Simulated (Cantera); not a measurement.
Charge: 1 mol SiF4, 7.1 mol O3, 1.1 mol H2, at 873 K and 100000 Pa.

Cantera equilibrium calculation (NASA polynomials, part measured and part estimated; ideal gas, pure solids and liquids). Candidate condensed phases: H2O, Si, SiO2; 38 gas species. Kinetics and transport are ignored.

Base state: O2 0.817, SiF4 0.0673, H2O 0.0619, HF 0.0541 (mole fractions); condensed: SiO2(β-quartz).

Task: What changes in the equilibrium state with this change: O3 from 7.1 to 0.4 mol?

Result: 
```tsv
species	before	after
SiF4	0.0673	0.389
H2O	0.0619	0.381
HF	0.0541	0.208
O2	0.817	0.0220
SiO2(β-quartz), mol	0.167	0.118
```
